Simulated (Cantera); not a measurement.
Feed: 1 mol MgCO3, 1.8 mol O2, 0.22 mol H2S, at 975 K and 750 Torr.

These are equilibrium values from Cantera (NASA tables, ideal gas, pure condensed phases), not measurements of a reactor. Candidate condensed phases: C, C6H6, C7H8, C8H18, H2O, H2SO4, Mg, MgCO3, MgO, Mg(OH)2, MgS, MgSO4, S; 130 gas species. The numbers say what is thermodynamically allowed, not how fast it happens.

Base state: O2 0.527, CO2 0.388, H2O 0.0853 (mole fractions); condensed: MgO(s) + MgSO4(s).

Task: What changes in the equilibrium state with this change: MgCO3 replaced by FeS2?

Result: 
| species | before | after |
|---|---|---|
| SO2 | 1.22e-6 | 0.851 |
| H2O | 0.0853 | 0.124 |
| S2 | <1e-9 | 0.0191 |
| O2 | 0.527 | <1e-9 |
| CO2 | 0.388 | 0 |
| H2S | <1e-9 | 0.00303 |
| S2O | <1e-9 | 0.00279 |
| H2 | <1e-9 | 0.000122 |
| MgO(s), mol | 0.780 | 0 |
| MgSO4(s), mol | 0.220 | 0 |
| FeS(s), mol | 0 | 0.669 |
| Fe3O4(s), mol | 0 | 0.110 |
FeS: taken at fixed stoichiometry. Gases not in the tables: S3 to S7. Further candidate phases: Fe, FeO, Fe(OH)2, Fe(OH)3, FeS, FeSO4, FeS2, Fe2O3, Fe2(SO4)3, Fe3O4.
